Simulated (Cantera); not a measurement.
An isothermal, constant-pressure homogeneous reactor starts with H2 : O2 = 0.006 : 1 (molar parts), equivalence ratio 0.0030, at 1248 K and 0.00230 bar.

Detailed kinetics in Cantera: the H2/O2 subset of GRI-Mech 3.0, which has no nitrogen chemistry. Radical loss at walls, strong at low pressure, is not modelled.

One state of this run: x H2 = 0.00549; x O2 = 0.994; x H2O = 0.000345; x H2O2 = 4.76e-10; x O = 0.000323. x: mole fraction; the columns are a selection and need not sum to one.

Problem. Which value of t (s) does it belong to?
(A) 0.0447
(B) 0.000460
(C) 0.00972
(D) 0.00211

Solution. A, 0.0447
